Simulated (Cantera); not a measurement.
A closed system holds: 1 mol B2H6, 11 mol NH3, 3.6 mol N2, held at 2325 K and 0.510 Torr.

Equilibrium computed with Cantera from the NASA thermochemical tables; the gas is ideal and each condensed phase is pure. Candidate condensed phases: B, BN; 15 gas species. The feed counts by its element totals alone. The tables' values for BH2 are old estimates; treat these amounts as uncertain. Equilibrium is a limit: real reactors are often held back by kinetics, nucleation or transport.

Base state: H2 0.433, H 0.278, N2 0.267, B 0.0203, BH2 0.00100, BH 0.000286, BN 0.000144 (mole fractions); condensed: B(s).

**Question.** What changes in the equilibrium state with this change: temperature from 2325 K to 948 K?

**Answer.** 
```tsv
species	before	after
H2	0.433	0.707
N2	0.267	0.293
H	0.278	1.69e-8
B	0.0203	<1e-9
BH2	0.00100	<1e-9
BH	0.000286	<1e-9
BN	0.000144	<1e-9
B(s), mol	1.26	0
BN(s), mol	0	2.00
```

**Question.** What changes in the equilibrium state with this change: temperature from 2325 K to 2175 K?

**Answer.** 
```json
[
 {"species": "H2", "before": "0.433", "after": "0.561"},
 {"species": "N2", "before": "0.267", "after": "0.295"},
 {"species": "H", "before": "0.278", "after": "0.140"},
 {"species": "B", "before": "0.0203", "after": "0.00284"},
 {"species": "BN", "before": "0.000144", "after": "2.90e-5"},
 {"species": "BH", "before": "0.000286", "after": "7.04e-5"},
 {"species": "BH2", "before": "0.00100", "after": "0.000660"},
 {"species": "B(s), mol", "before": "1.26", "after": "1.89"}
]
```
